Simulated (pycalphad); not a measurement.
An equivalent pycalphad script:

```python
from pycalphad import Database, equilibrium, calculate, variables as v
import numpy as np
db = Database('COST507.tdb')
comps = ['SI', 'CU', 'VA']
phases = ['BCC_A2', 'CU19SI6_ETA', 'CU33SI7_DELTA', 'CU4SI_EPSILON', 'CU56SI11_GAMMA', 'DIAMOND_A4', 'FCC_A1', 'HCP_A3', 'LIQUID']
eq = equilibrium(db, comps, phases, {v.X('CU'): 0.33, v.T: np.arange(2350, 499, -40), v.P: 101325, v.N: 1}, output=['HM', 'SM'])
```

Source of the numbers: pycalphad with the COST 507 light-alloy database (1999); pressure 1 atm. The data set is of 1999 and partly superseded. Amounts are mole fractions of atoms. Kinetics are ignored, which matters at the lower temperatures.

Results at three of the temperatures:

```
T = 2150.00 K, P = 101325 Pa, N = 1 mol of atoms
G = -136862 J/mol, H = 82639 J/mol, S = 102.09 J/(mol K)  (SER reference)
chemical potentials (J/mol): Si -122139, Cu -166755
phase             fraction      x(Si)      x(Cu)
LIQUID              1.0000     0.6700     0.3300
```

```
T = 2030.00 K, P = 101325 Pa, N = 1 mol of atoms
G = -124708 J/mol, H = 79209 J/mol, S = 100.45 J/(mol K)  (SER reference)
chemical potentials (J/mol): Si -109828, Cu -154921
phase             fraction      x(Si)      x(Cu)
LIQUID              1.0000     0.6700     0.3300
```

```
T = 1710.00 K, P = 101325 Pa, N = 1 mol of atoms
G = -93326 J/mol, H = 70065 J/mol, S = 95.55 J/(mol K)  (SER reference)
chemical potentials (J/mol): Si -77975, Cu -124492
phase             fraction      x(Si)      x(Cu)
LIQUID              1.0000     0.6700     0.3300
```

Changes of the phase set, refined by bisection:

| T (°C) | phases above | phases below |
|---|---|---|
| 1199.1 | LIQUID | DIAMOND_A4 + LIQUID |
| 800.5 | DIAMOND_A4 + LIQUID | CU19SI6_ETA + DIAMOND_A4 |

Database names, with the compositions (at.%) that they take in these runs: CU19SI6_ETA: Cu 76 Si 24. DIAMOND_A4 is diamond (Si). The hcp model here describes the intermediate κ phase of Cu-Si.
